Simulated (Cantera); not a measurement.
A perfectly stirred reactor is fed with 2.85 % C₃H₈, 20.4 % O₂, 76.8 % N₂, at 13500 Torr; it is adiabatic with a 300 K inlet, and is followed from long to short residence time, starting on the burning branch (τ in s: 0.11, 0.036, 0.012, 0.0038, 0.0012, 0.0004, 0.00013, 4.2e-05, 1.4e-05).

Detailed kinetics in Cantera: GRI-Mech 3.0 (53 species, 325 reactions). GRI-Mech 3.0 was tuned for natural gas; its chemistry of propane as a main component is partial and can be far from experiment. The pressure lies above the range GRI-Mech 3.0 was tuned for (to about 10 atm).

x: mole fraction; the columns are a selection and need not sum to one.

```csv
τ (s),T (K),x C₃H₈,x O₂,x O,x CH₂O,x CH₄
0.11,1887,1.35e-7,0.0593,1.75e-5,1.30e-7,1.87e-7
0.036,1886,3.90e-7,0.0593,2.10e-5,3.65e-7,4.81e-7
0.012,1885,[?],0.0594,[?],[?],[?]
0.0038,1880,2.81e-6,0.0596,4.89e-5,2.35e-6,2.06e-6
0.0012,1871,7.21e-6,0.0601,8.70e-5,5.84e-6,3.91e-6
0.00040,1851,1.78e-5,0.0613,0.000149,1.44e-5,7.95e-6
0.00013,1797,5.22e-5,0.0650,0.000219,4.33e-5,2.54e-5
4.2e-5,300,0.0285,0.204,<1e-12,<1e-12,<1e-12
1.4e-5,300,0.0285,0.204,<1e-12,<1e-12,<1e-12
```

### Question
Fill in the missing entries.

### Answer

- 0.012, x C₃H₈: 1.05e-6
- 0.012, x O: 2.96e-5
- 0.012, x CH₂O: 9.34e-7
- 0.012, x CH₄: 1.05e-6
